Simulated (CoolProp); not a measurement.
Octamethyltrisiloxane (MDM) along the isotherm 537.3 K: density (kg/m³) from the reference equation and from simpler models built on Tc = 565.4 K, pc = 1.438 MPa, ω = 0.528; each cubic takes its own stable root.

Computed with CoolProp (reference Helmholtz-energy equation of state, Thol 2017).

```tsv
p (MPa)	phase	reference
1.2	liquid	491.4
2.4	liquid	523.7
3.59	liquid	543.5
4.79	liquid	558.5
5.99	liquid	570.5
7.19	liquid	580.8
8.39	liquid	589.7
9.58	liquid	597.6
10.8	liquid	604.9
12	liquid	611.4
13.2	liquid	617.5
14.4	liquid	623.1
```

Problem. How far does each simpler model (van der Waals, Redlich-Kwong, Soave-Redlich-Kwong) lie from the reference over these 12 states: mean and median of the absolute difference, and the worst?

Solution. 
- van der Waals: mean 30.6 %, median 29.1 %, worst -41.8 % at 537.3 K and 1.2 MPa
- Redlich-Kwong: mean 9.2 %, median 7.3 %, worst -23.0 % at 537.3 K and 1.2 MPa
- Soave-Redlich-Kwong: mean 7.0 %, median 5.8 %, worst -15.6 % at 537.3 K and 1.2 MPa
